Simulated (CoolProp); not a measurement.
Properties of fluorine at several states (Tc = 144.4 K, pc = 5.240 MPa, ω = 0.045).

Computed with CoolProp (reference Helmholtz-energy equation of state, de Reuck 1990).

```tsv
T (K)	p (MPa)	phase	Z	speed of sound (m/s)
258.2	15.5	supercritical	___	___
187.2	0.0161	gas	0.9996	___
135.9	1.46	gas	0.8774	___
80.1	1.48	liquid	___	___
```

### Question
Some entries are withheld; supply them.

### Answer

- 258.2, Z: 0.9200
- 258.2, speed of sound (m/s): 296.0
- 187.2, speed of sound (m/s): 238.7
- 135.9, speed of sound (m/s): 190.5
- 80.1, Z: 0.05486
- 80.1, speed of sound (m/s): 876.3
